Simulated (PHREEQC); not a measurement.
A solution holds 0.024 mol KCl, 0.00046 mol MgSO4 and 0.00059 mol MgCl2 per kg of water, at 25 °C. Closed to the air; pH follows from the charge balance.

Computed with PHREEQC (ion-association model, phreeqc.dat).

Each row changes one thing in this solution. Precipitation was switched off in this run.

| case | pH | SO4-2 (mol/kgw) | KSO4- (mol/kgw) | MgSO4 (mol/kgw) | MgOH+ (mol/kgw) | HSO4- (mol/kgw) | SI of Sylvite (KCl) |
|---|---|---|---|---|---|---|---|
| as made | 6.96 | 0.000396 | 3.56e-5 | 2.84e-5 | 2.15e-8 | 2.70e-9 | -4.26 |
| diluted 10-fold with water | 6.99 | 4.47e-5 | 5.99e-7 | 6.96e-7 | 3.13e-9 | 3.75e-10 | -6.17 |
| MgSO4 replaced by CdSO4 at the same molality | ___ | 0.000401 | 3.63e-5 | 1.63e-5 | 4.39e-9 | 7.57e-9 | -4.26 |
| MgSO4 replaced by CaSO4 at the same molality | 6.97 | 0.000399 | 3.59e-5 | 1.61e-5 | 1.25e-8 | 2.62e-9 | -4.26 |
| temperature from 25 to 45 °C | 6.65 | 0.000373 | 4.56e-5 | 4.11e-5 | 5.56e-8 | 8.18e-9 | ___ |
| MgSO4 from 0.00046 to 4.6e-05 mol/kgw | 6.96 | 4.05e-5 | 3.70e-6 | 1.85e-6 | 1.38e-8 | 2.72e-10 | -4.26 |

Question: Some entries are withheld; supply them.

Answer: 
- MgSO4 replaced by CdSO4 at the same molality, pH: 6.51
- temperature from 25 to 45 °C, SI of Sylvite (KCl): -4.36

At this temperature some constants are extrapolated from 25 °C, and those without enthalpy data are left unchanged.
